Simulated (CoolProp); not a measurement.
Vapour-liquid equilibrium of acetone (1) + n-heptane (2) at 430.5 K; x and y are mole fractions of (1).

The numbers come from the multi-fluid Helmholtz-energy mixture model, Lemmon 2006 and Span 2003; pair parameters Bell 2016 in CoolProp.

| x | bubble pressure (bar) | y at the bubble point | dew pressure at overall composition x (bar) | liquid density (mol/L) |
|---|---|---|---|---|
| 0.05 | 5.415 | 0.202 | 4.592 | 5.630 |
| 0.2 | 7.919 | 0.488 | 5.401 | 6.006 |
| 0.35 | 9.680 | 0.618 | (withheld) | (withheld) |
| 0.5 | 10.95 | 0.702 | 8.061 | 7.003 |
| 0.65 | 11.92 | 0.774 | 10.16 | (withheld) |
| 0.8 | 12.66 | 0.852 | 12.21 | 8.652 |
| 0.95 | 13.12 | 0.955 | (withheld) | (withheld) |

Task: Fill in the missing entries.

Result: 
- 0.35, dew pressure at overall composition x (bar): 6.507
- 0.35, liquid density (mol/L): 6.452
- 0.65, liquid density (mol/L): 7.711
- 0.95, dew pressure at overall composition x (bar): 13.11
- 0.95, liquid density (mol/L): 9.925

No azeotrope shows between x = 0.05 and 0.95.

The pair parameters rest on a limited set of measurements; away from them the model extrapolates.
